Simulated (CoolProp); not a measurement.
Saturated liquid density (kg/m³) of fluorine: the reference equation beside estimates from Tc = 144.4 K, pc = 5.240 MPa, ω = 0.045.

Values from CoolProp's reference Helmholtz-energy equation of state, de Reuck 1990.

```
T (K)  reference  van der Waals  Soave-Redlich-Kwong  Peng-Robinson
-----  ---------  -------------  -------------------  -------------
88.2        1479           1014                 1482           1674
92.5        1448          992.9                 1446           1635
96.8        1415          970.2                 1408           1593
101.1       1381          946.3                 1368           1548
105.4       1345          921.0                 1324           1500
109.8       1307          893.5                 1277           1447
114.1       1267          864.6                 1227           1390
118.4       1224          833.5                 1172           1328
122.7       1178          799.4                 1112           1259
127         1126          761.7                 1045           1182
131.4       1064          717.8                966.8           1091
135.7      990.5          666.8                876.7          985.4
140        890.2          601.0                761.7          849.7
```

Absolute difference from the reference over all 13 rows, mean and median: van der Waals 31.9 and 31.8 %, Soave-Redlich-Kwong 4.7 and 3.2 %, Peng-Robinson 8.5 and 9.7 %.
